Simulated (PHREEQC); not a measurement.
Dissolve 0.039 mol/kgw HF, 0.00072 mol/kgw NH4HF2 and 0.0011 mol/kgw (NH4)2SiF6 at 3.7 °C. Closed to the air; pH follows from the charge balance.

Model: ion-association model, phreeqc.dat, run in PHREEQC.

Each row changes one thing in this solution. No solid was allowed to form.

| case | pH | ionic strength (mol/kgw) | HF (mol/kgw) | F- (mol/kgw) | HF2- (mol/kgw) | NH3 (mol/kgw) |
|---|---|---|---|---|---|---|
| as made | 2.25 | 0.0102 | 0.0329 | 0.00624 | 0.000630 | 5.22e-11 |
| NH4HF2 from 0.00072 to 0.000792 mol/kgw | 2.25 | 0.0102 | 0.0330 | 0.00628 | 0.000636 | 5.37e-11 |
| (NH4)2SiF6 replaced by NH4HS at the same molality | 2.29 | 0.00734 | 0.0324 | 0.00668 | 0.000663 | 3.65e-11 |
| NH4HF2 from 0.00072 to 7.2e-05 mol/kgw | 2.23 | ? | 0.0321 | 0.00586 | 0.000577 | 3.93e-11 |
| (NH4)2SiF6 left out | 2.25 | 0.00678 | 0.0330 | 0.00616 | 0.000623 | 1.31e-11 |
| (NH4)2SiF6 replaced by NaBF4 at the same molality | 2.25 | 0.00791 | 0.0330 | 0.00619 | 0.000625 | ? |
| HF left out | 3.31 | 0.00441 | 0.000718 | 0.00150 | 3.31e-6 | 6.19e-10 |
| temperature from 3.7 to 10 °C | 2.27 | 0.00989 | 0.0332 | 0.00594 | ? | 9.09e-11 |
| HF from 0.039 to 0.078 mol/kgw | 2.06 | 0.0135 | ? | 0.00848 | 0.00175 | 3.36e-11 |

Complete the blanks.


- NH4HF2 from 0.00072 to 7.2e-05 mol/kgw, ionic strength (mol/kgw): 0.00974
- (NH4)2SiF6 replaced by NaBF4 at the same molality, NH3 (mol/kgw): 1.30e-11
- temperature from 3.7 to 10 °C, HF2- (mol/kgw): 0.000654
- HF from 0.039 to 0.078 mol/kgw, HF (mol/kgw): 0.0675

Species that the database lacks are ignored. Some of these states are supersaturated (in Quartz (slow to form), for instance). At this temperature some constants are extrapolated from 25 °C, and those without enthalpy data are left unchanged. Real BF4- forms and hydrolyses slowly; the run takes it at equilibrium.
